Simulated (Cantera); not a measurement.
A freely propagating, adiabatic, planar premixed flame of 5.49 % C3H8, 19.6 % O2, 73.5 % N2, 1.43 % H2, unburnt at 525 K and 1.30 bar; mixture-averaged transport, grid criteria slope 0.08 and curve 0.16, no radiation.

Model: GRI-Mech 3.0 (53 species, 325 reactions), integrated in Cantera. GRI-Mech 3.0 was tuned for natural gas; its chemistry of propane as a main component is partial and can be far from experiment. Burning velocities carry a grid error of a few per cent, more on coarse grids.

Problem. Predict: laminar burning velocity; thermal thickness; peak x(CH4); peak x(C2H2); peak x(HO2); peak x(CH3).

Solution. 
- laminar burning velocity = 82.0 cm/s
- thermal thickness = 0.271 mm
- peak x(CH4) = 0.00577
- peak x(C2H2) = 0.00522
- peak x(HO2) = 0.000212
- peak x(CH3) = 0.00344
